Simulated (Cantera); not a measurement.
Gas-phase reforming

An isothermal, constant-pressure homogeneous reactor starts with 55.2 % CH₄, 44.8 % H₂O, at 2000 K and 4.15 atm.

Cantera simulation using GRI-Mech 3.0 (53 species, 325 reactions); the numbers are that mechanism's predictions, not measurements.

```csv
t (s),x CH₄,x H₂O,x HCO,x HO₂,x H₂
0.000800,0.0390,0.256,6.71e-8,9.20e-12,0.528
0.00195,0.0273,0.210,7.93e-8,5.99e-12,0.572
0.00477,0.0217,0.151,1.12e-7,2.79e-12,0.621
0.0116,0.0161,0.0901,1.54e-7,<1e-12,0.670
0.0284,0.0111,0.0425,1.93e-7,<1e-12,0.709
0.0693,0.00786,0.0138,2.19e-7,<1e-12,0.733
0.169,0.00644,0.00197,2.30e-7,<1e-12,0.743
0.413,0.00621,4.14e-5,2.32e-7,<1e-12,0.745
1.01,0.00620,1.27e-5,2.32e-7,<1e-12,0.745
2.46,0.00620,1.27e-5,2.32e-7,<1e-12,0.745
6.00,0.00620,1.27e-5,2.32e-7,<1e-12,0.745
```
x: mole fraction; the columns are a selection and need not sum to one.

Equilibrium at this temperature and pressure: CH₄ 0.00620, H₂O 1.29e-5, HCO 2.32e-7, HO₂ <1e-12, H₂ 0.745 (gas phase only).
